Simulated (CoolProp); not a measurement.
Saturation properties of chlorine (Tc = 143.7 °C, pc = 76.42 bar, ω = 0.070).

Computed with CoolProp (reference Helmholtz-energy equation of state, Thol 2021).

```json
[
 {"T (°C)": "-80.65", "p (bar)": "___", "liquid density (kg/m³)": "1690", "vapour Z": "0.9963"},
 {"T (°C)": "-74.35", "p (bar)": "0.1129", "liquid density (kg/m³)": "1673", "vapour Z": "___"},
 {"T (°C)": "-67.95", "p (bar)": "___", "liquid density (kg/m³)": "1656", "vapour Z": "0.9929"},
 {"T (°C)": "-61.65", "p (bar)": "0.2493", "liquid density (kg/m³)": "1639", "vapour Z": "0.9905"},
 {"T (°C)": "-55.35", "p (bar)": "___", "liquid density (kg/m³)": "1622", "vapour Z": "0.9876"},
 {"T (°C)": "-49.05", "p (bar)": "0.4954", "liquid density (kg/m³)": "1605", "vapour Z": "0.9842"},
 {"T (°C)": "-42.75", "p (bar)": "0.6764", "liquid density (kg/m³)": "1588", "vapour Z": "0.9802"},
 {"T (°C)": "-36.45", "p (bar)": "___", "liquid density (kg/m³)": "1570", "vapour Z": "0.9755"},
 {"T (°C)": "-30.05", "p (bar)": "1.200", "liquid density (kg/m³)": "1553", "vapour Z": "0.9701"},
 {"T (°C)": "-23.75", "p (bar)": "1.556", "liquid density (kg/m³)": "___", "vapour Z": "0.9641"},
 {"T (°C)": "-17.45", "p (bar)": "1.989", "liquid density (kg/m³)": "1518", "vapour Z": "0.9574"},
 {"T (°C)": "-11.15", "p (bar)": "2.510", "liquid density (kg/m³)": "1500", "vapour Z": "0.9500"},
 {"T (°C)": "-4.85", "p (bar)": "3.130", "liquid density (kg/m³)": "___", "vapour Z": "0.9419"},
 {"T (°C)": "1.45", "p (bar)": "3.859", "liquid density (kg/m³)": "1464", "vapour Z": "0.9330"},
 {"T (°C)": "7.85", "p (bar)": "4.725", "liquid density (kg/m³)": "1445", "vapour Z": "0.9232"}
]
```

**Question.** Complete the blanks.

**Answer.** 
- -80.65, p (bar): 0.07286
- -74.35, vapour Z: 0.9948
- -67.95, p (bar): 0.1706
- -55.35, p (bar): 0.3554
- -36.45, p (bar): 0.9065
- -23.75, liquid density (kg/m³): 1535
- -4.85, liquid density (kg/m³): 1482

It boils at -34.0 °C under 1 atm.
